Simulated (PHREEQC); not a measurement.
0.92 g of hydrous ferric oxide (600 m²/g; 0.2 weak and 0.005 strong sites per Fe, Dzombak-Morel constants, diffuse double layer) in 1 kg of water with 0.001 mol/kgw of an inert sodium salt and 0.011 mmol/kgw Na2SO4, at 25 °C; the pH is set by adding NaOH or the inert anion's acid. Oxygen is held at 0.21 atm. No CO2 enters from the air. Precipitation was switched off in this run.

Computed with PHREEQC (ion-association model, wateq4f.dat).

```csv
pH,S sorbed (%),surface charge σ (C/m²),surface potential ψ (mV)
4,100.0,0.127,207
4.75,100.0,0.066,178
5.12,100.0,0.047,162
5.88,99.3,0.022,124
6.25,96.9,0.014,105
7,55.6,0.006,63
7.75,4.4,0.002,21
8.12,0.9,0.000,-1
8.88,0.0,-0.004,-44
9.25,0.0,-0.006,-66
10,0.0,-0.016,-107
```
